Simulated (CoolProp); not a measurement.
Vapour pressure (MPa) of ammonia: the reference equation beside estimates from Tc = 132.4 °C, pc = 11.36 MPa, ω = 0.256.

Values from CoolProp's reference Helmholtz-energy equation of state, Gao 2020.

```tsv
T (°C)	reference	Redlich-Kwong	Peng-Robinson
-4.35	0.3637	0.6157	0.3615
4.95	0.5146	0.8329	0.5122
14.35	0.7126	1.104	0.7102
23.65	0.9616	1.430	0.9596
33.05	1.276	1.824	1.275
42.35	1.658	2.283	1.659
51.65	2.121	2.816	2.125
61.05	2.682	3.437	2.690
70.35	3.339	4.137	3.352
79.75	4.119	4.937	4.139
89.05	5.017	5.825	5.046
98.35	6.055	6.813	6.094
107.75	7.263	7.919	7.310
117.05	8.633	9.123	8.683
```

Absolute difference from the reference over all 14 rows, mean and median: Redlich-Kwong 33.1 and 30.5 %, Peng-Robinson 0.4 and 0.4 %.
